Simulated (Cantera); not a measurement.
Input: 1 mol Si, 0.56 mol N2O, 4.5 mol H2, held at 1598 K and 0.100 bar.

These are equilibrium values from Cantera (NASA tables, ideal gas, pure condensed phases), not measurements of a reactor. Candidate condensed phases: H2O, Si, SiO2, Si2N2O, Si3N4; 35 gas species. Mutual solubility and eutectic melting of coexisting phases are not modelled. The tables hold silica as quartz up to 1696 K and as liquid above; real silica turns to tridymite and cristobalite and melts near 1996 K. The numbers say what is thermodynamically allowed, not how fast it happens.

Base state: H2 0.979, N2 0.0181, SiO 0.00214, H 0.000167, H2O 0.000112 (mole fractions); condensed: SiO2(β-quartz) + Si2N2O(s).

Q: What changes in the equilibrium state with this change: 0.0044 mol Cl2 added?

A: 
| species | before | after |
|---|---|---|
| H2 | 0.979 | 0.978 |
| N2 | 0.0181 | 0.0181 |
| SiO | 0.00214 | 0.00214 |
| HCl | 0 | 0.00191 |
| H2O | 0.000112 | 0.000111 |
| H | 0.000167 | 0.000166 |
| SiO2(β-quartz), mol | 0.0364 | 0.0364 |
| Si2N2O(s), mol | 0.477 | 0.477 |
Further candidate phases: NH4Cl.
